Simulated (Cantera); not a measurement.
Feed: 1 mol Cr, 0.16 mol N2, 2.6 mol H2, held at 2298 K and 1000 Pa.

These are equilibrium values from Cantera (NASA tables, ideal gas, pure condensed phases), not measurements of a reactor. Candidate condensed phases: Cr, CrN, Cr2N; 11 gas species. The numbers say what is thermodynamically allowed, not how fast it happens.

Base state: H2 0.627, Cr 0.256, H 0.0759, N2 0.0409 (mole fractions); condensed: gas only.

Task: What changes in the equilibrium state with this change: pressure from 1000 Pa to 101000 Pa?

Result: 
| species | before | after |
|---|---|---|
| H2 | 0.627 | 0.916 |
| N2 | 0.0409 | 0.0566 |
| Cr | 0.256 | 0.0186 |
| H | 0.0759 | 0.00911 |
| Cr(l), mol | 0 | 0.948 |
